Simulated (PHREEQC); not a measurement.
Consider water at 25 °C and 300 atm with 1.3 mol MgCl2, 0.95 mol KCl and 0.66 mol NaCl per kg of water. Closed to the air; pH follows from the charge balance.

Computed with PHREEQC (Pitzer model, pitzer.dat).

| quantity | before | after |
|---|---|---|
| SI of Sylvite (KCl) | -0.63 | -1.21 |
| SI of Halite (NaCl) | -1.23 | -1.99 |

Problem. Name the change that produced these shifts.
(A) NaCl from 0.66 to 0.066 mol/kgw
(B) KCl from 0.95 to 1.9 mol/kgw
(C) MgCl2 left out
(D) MgCl2 replaced by LiCl at the same molality

Solution. C, MgCl2 left out

Precipitation was switched off in this run. Under pressure, the constants of complexes without a molar volume in the database are unreliable.
